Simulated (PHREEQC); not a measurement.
Dissolve 0.0034 mol/kgw HF, 0.00066 mol/kgw NH4HF2, 0.00094 mol/kgw H2SiF6, 0.00063 mol/kgw HCl and 0.0017 mol/kgw LiOH at 25 °C. Closed to the air; pH follows from the charge balance.

The numbers come from PHREEQC with the ion-association model, phreeqc.dat.

Precipitation was switched off in this run.

### Question
What pH, ionic strength does the model give?

### Answer
pH 2.81; ionic strength 0.00494 mol/kgw.

### Question
In which forms is Si present?

### Answer
SiF6-2 99 %, H4SiO4 1.1 % of the Si.

SiF6-2 is the database's only silicon fluoride.
